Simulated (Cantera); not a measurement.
A perfectly stirred reactor is fed with NH₃ : H₂ = 1 : 11 (molar parts), at 0.0180 bar; it is held at 2173 K, and followed from long to short residence time.

Detailed kinetics in Cantera: the gas-phase N/H chemistry of the illustrative SiF4/NH3 mechanism in the Surface Chemkin manual (1991). Walls and surfaces, which speed up NH3 decomposition in real reactors, are not modelled.

```json
[
 {"quantity": "x(NH₃) at τ = 1.10 s", "before": "0.0164", "after": "0.0557"},
 {"quantity": "x(H₂) at τ = 1.10 s", "before": "0.949", "after": "0.930"},
 {"quantity": "x(N₂H₂) at τ = 1.10 s", "before": "1.88e-7", "after": "2.72e-7"},
 {"quantity": "x(N₂H₄) at τ = 1.10 s", "before": "8.71e-11", "after": "3.65e-10"},
 {"quantity": "x(NH) at τ = 1.10 s", "before": "1.93e-5", "after": "7.65e-6"},
 {"quantity": "x(NH₃) at τ = 19.0 ms", "before": "0.0804", "after": "0.0832"},
 {"quantity": "x(H₂) at τ = 19.0 ms", "before": "0.916", "after": "0.916"},
 {"quantity": "x(N₂H₂) at τ = 19.0 ms", "before": "5.18e-7", "after": "4.04e-8"},
 {"quantity": "x(N₂H₄) at τ = 19.0 ms", "before": "4.27e-10", "after": "9.97e-11"},
 {"quantity": "x(NH) at τ = 19.0 ms", "before": "1.90e-5", "after": "1.40e-6"}
]
```

Question: What was changed between the two runs?
A) pressure from 0.0180 bar to 0.710 bar
B) H2 11 to 3.1 parts
C) H2 11 to 6.4 parts
D) temperature 2173 to 1975 K

Answer: D, temperature 2173 to 1975 K
